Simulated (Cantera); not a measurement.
A closed system holds: 1 mol AlN, 0.51 mol O2, 98 mol H2, 0.16 mol H2O, equilibrated at 1873 K and 0.133 bar.

Method: chemical equilibrium by Gibbs-energy minimisation in Cantera with the NASA 1993 tables (ideal gas, pure condensed phases). Candidate condensed phases: Al, AlN, Al2O3, H2O; 35 gas species. Mutual solubility and eutectic melting of coexisting phases are not modelled. Condensed phases not in the tables: aluminium oxynitride. Kinetics and transport are ignored.

Base state: H2 0.993, N2 0.00446, H 0.00176, Al 0.000480, Al2O 0.000314, AlH 6.58e-5 (mole fractions); condensed: AlN(s) + Al2O3(s).

Q: What changes in the equilibrium state with this change: temperature from 1873 K to 823 K?

A: 
```tsv
species	before	after
H2	0.993	0.996
N2	0.00446	0.00398
NH3	2.22e-7	1.99e-5
H	0.00176	<1e-9
Al	0.000480	<1e-9
Al2O	0.000314	<1e-9
AlH	6.58e-5	<1e-9
AlN(s), mol	0.118	0.213
Al2O3(s), mol	0.382	0.393
```

Q: What changes in the equilibrium state with this change: O2 from 0.51 to 0.14 mol?

A: 
```
species          before     after
-------------  --------  --------
H2                0.993     0.995
N2              0.00446   0.00221
H               0.00176   0.00176
Al             0.000480  0.000683
Al2O           0.000314  0.000502
AlH             6.58e-5   9.36e-5
AlN(s), mol       0.118     0.564
Al2O3(s), mol     0.382     0.130
```
